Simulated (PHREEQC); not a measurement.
Consider water at 32 °C and 300 atm with 0.0067 mol HF and 0.00015 mol KF per kg of water. Closed to the air; pH follows from the charge balance.

Model: ion-association model, phreeqc.dat, run in PHREEQC.

This is a speciation only: nothing precipitates in the calculation.

**Question.** Order these F species by the share of F that they hold, largest first: HF2-, F-, HF.

**Answer.** HF (70 %), F- (29 %), HF2- (0.99 %)

The pH is 2.75 and the ionic strength 0.00201 mol/kgw. Under pressure, the constants of complexes without a molar volume in the database are unreliable.
